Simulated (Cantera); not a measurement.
Charge: 1 mol Pb, 0.3 mol CO, 0.56 mol H2, equilibrated at 948.15 K and 1.10 bar.

These are equilibrium values from Cantera (NASA tables, ideal gas, pure condensed phases), not measurements of a reactor. Candidate condensed phases: C, C6H6, C7H8, C8H18, H2O, Pb, PbO, PbO2, Pb3O4; 113 gas species. Rates play no part.

Task: What is the equilibrium state?

Result: 
```json
{
  "x(H2)": "0.572",
  "x(CO)": "0.186",
  "x(H2O)": "0.113",
  "x(CO2)": "0.0667",
  "x(CH4)": "0.0616",
  "x(Pb)": "4.37e-6",
  "n(C(graphite))": "0.0820 mol",
  "n(Pb(l))": "1.000 mol",
  "gas_amount": "0.6926 mol",
  "log10 activity of PbO2(s) (absent)": "-18.07"
}
```
